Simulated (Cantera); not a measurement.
Predominance diagram of Ti at 1400 K against the partial pressures of O₂ and CO (log10, bar). Standard-state values (1 bar) from the NASA 1993 polynomials, evaluated with Cantera. Candidates: Ti(β), TiC(s), TiO(s), TiO₂(rutile), Ti₂O₃(s), Ti₃O₅(s), Ti₄O₇(s). Only these pure phases compete in this equilibrium. TiC, TiO: taken at fixed stoichiometry. Not in the tables: Magnéli phases beyond Ti₄O₇, TiC-TiO solid solutions.

### Question
Which phase is stable at these pairs, and which metal-bearing vapour leads over it? (-5.5, -5.8); (-22, -9); (-18.7, -1.3); (-14.3, -8.4); (-5.5, -8.4); (-16.5, -1.3); (-9.9, -7.7)

### Answer
```csv
log p(O₂),log p(CO),phase,chief vapour,log p (bar)
-5.5,-5.8,TiO₂(rutile),TiO₂,-13.5
-22,-9,Ti₂O₃(s),TiO,-12.9
-18.7,-1.3,Ti₃O₅(s),TiO₂,-13.8
-14.3,-8.4,TiO₂(rutile),TiO₂,-13.5
-5.5,-8.4,TiO₂(rutile),TiO₂,-13.5
-16.5,-1.3,TiO₂(rutile),TiO₂,-13.5
-9.9,-7.7,TiO₂(rutile),TiO₂,-13.5
```
